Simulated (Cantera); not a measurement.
Silicon oxide and oxynitride deposition: TEOS + CO₂ + N₂

Charge: 1 mol TEOS, 5 mol CO₂, 2.4 mol N₂, equilibrated at 24000 Pa.

Method: chemical equilibrium by Gibbs-energy minimisation in Cantera with the NASA 1993 tables (ideal gas, pure condensed phases). Candidate condensed phases: C, C₆H₆, C₇H₈, C₈H₁₈, H₂O, Si, SiC, SiO₂, Si₂N₂O, Si₃N₄; 151 gas species. The feed counts by its element totals alone. Mutual solubility and eutectic melting of coexisting phases are not modelled. The tables hold silica as quartz up to 1696 K and as liquid above; real silica turns to tridymite and cristobalite and melts near 1996 K. Kinetics and transport are ignored.

```csv
T (°C),x CO,x H₂,x H₂O,x CO₂,x N₂,x CH₄,x SiO,x H,n C(graphite),n SiO₂(α-quartz),n SiO₂(β-quartz),n Si₂N₂O(s),n SiO₂(condensed)
475,0.0403,0.268,0.250,0.234,0.151,0.0570,<1e-12,<1e-12,7.76,1.00,0,0,0
575,0.179,0.376,0.119,0.175,0.129,0.0218,<1e-12,2.38e-11,6.04,0,1.00,0,0
675,0.384,0.403,0.0360,0.0618,0.109,0.00670,<1e-12,6.80e-10,3.01,0,1.00,0,0
775,0.471,0.406,0.00858,0.0118,0.101,0.00231,<1e-12,1.00e-8,1.43,0,1.00,0,0
875,0.488,0.408,0.00229,0.00232,0.0989,0.000950,1.91e-12,9.34e-8,1.09,0,1.00,0,0
975,0.491,0.409,0.000741,0.000571,0.0985,0.000447,5.90e-10,6.10e-7,1.02,0,1.00,0,0
1075,0.492,0.409,0.000282,0.000173,0.0984,0.000235,7.67e-8,3.02e-6,1.00,0,1.000,0,0
1175,0.492,0.409,0.000122,6.20e-5,0.0983,0.000134,5.02e-6,1.20e-5,0.997,0,1.000,0,0
1275,0.518,0.399,9.17e-5,4.27e-5,0.0824,5.20e-5,0.000119,3.97e-5,0,0,0.334,0.331,0
1375,0.518,0.398,0.000110,4.48e-5,0.0827,1.49e-5,0.00125,0.000115,0,0,0.323,0.323,0
1475,0.512,0.393,0.000128,4.60e-5,0.0846,4.80e-6,0.00988,0.000292,0,0,0,0.250,0.249
```
x: gas mole fraction; n: condensed amount in mol.

At 475 °C the condensed part is C(graphite) + SiO₂(α-quartz). From 575 °C to 1175 °C the condensed part is C(graphite) + SiO₂(β-quartz). From 1275 °C to 1375 °C the condensed part is SiO₂(β-quartz) + Si₂N₂O(s). At 1475 °C the condensed part is SiO₂(condensed) + Si₂N₂O(s).
